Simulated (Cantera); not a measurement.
Cantera run:

```python
import numpy as np
import cantera as ct

gas_names = [...]  # 92 gases of nasa_gas.yaml made of C, H, N
cond_names = """
    C(gr) C6H6(L) C7H8(L) C8H18(L),n-octa
""".split()


# ... load() reads the species with a 1 bar reference pressure and builds the phases ...
atoms = {
    'C2H4': {'C': 2, 'H': 4},
    'NH3': {'N': 1, 'H': 3},
    'H2': {'H': 2},
}
top_T = {'C(gr)': 4500}  # K; cautious upper limits of use, not melting points


# ... equilibrate(T, P, feed) seeds the gas with the atoms and calls Mixture.equilibrate('TP', solver="vcs", rtol=1e-11, max_steps=5000) ...
results = []
feed = {'C2H4': 1, 'NH3': 0.079, 'H2': 46}  # mol
T = 2698  # K
P = 69000  # Pa
mix = equilibrate(T, P, feed)
results.append((T, P, feed, dict(zip(mix.species_names, mix.species_moles))))
print(gas.report(threshold=1e-06))
for i in range(1, mix.n_phases):
    print(f"{mix.phase(i).name:16s} {mix.phase_moles(i):12.5e} mol")
```

Output:

```
       temperature   2698 K
          pressure   69000 Pa
           density   0.0075479 kg/m^3
  mean mol. weight   2.4539 kg/kmol
   phase of matter   gas

                          1 kg             1 kmol
                     ---------------   ---------------
          enthalpy        3.9363e+07        9.6592e+07  J
   internal energy        3.0222e+07         7.416e+07  J
           entropy             83748        2.0551e+05  J/K
    Gibbs function       -1.8659e+08       -4.5786e+08  J
 heat capacity c_p             14775             36257  J/K
 heat capacity c_v             11387             27942  J/K

                      mass frac. Y      mole frac. X     chem. pot. / RT
                     ---------------   ---------------   ---------------
                 C        1.3769e-05         2.813e-06           -3.5065
                CH        9.2652e-06        1.7463e-06           -13.975
               CH2        6.5339e-05         1.143e-05           -24.443
               CH3        0.00045145        7.3681e-05           -34.911
               CH4        0.00039576        6.0534e-05           -45.379
                CN         6.486e-05        6.1173e-06           -22.156
                C2        1.0236e-05        1.0456e-06            -7.013
               C2H         0.0014422        0.00014138           -17.481
    C2H2,acetylene           0.19978          0.018828           -27.949
   C2H2,vinylidene        0.00028906        2.7242e-05           -27.949
        C2H3,vinyl        3.7718e-05        3.4221e-06           -38.417
              C2H4        5.1577e-05        4.5114e-06           -48.885
                C3        0.00015046        1.0246e-05            -10.52
    C3H3,propargyl        6.2549e-05        3.9298e-06           -41.924
              C4H2         0.0032857        0.00016106           -34.962
              C6H2        4.3871e-05        1.4532e-06           -41.975
                 H          0.026665          0.064914           -10.468
               HCN          0.012681         0.0011514           -32.624
               HNC         0.0018333        0.00016646           -32.624
                H2           0.75115            0.9143           -20.936
                N2         0.0015013         0.0001315           -37.299
     [  +71 minor]        1.1759e-05        7.4804e-07

C(gr)             0.00000e+00 mol
```

Method: chemical equilibrium by Gibbs-energy minimisation in Cantera with the NASA 1993 tables (ideal gas, pure condensed phases).
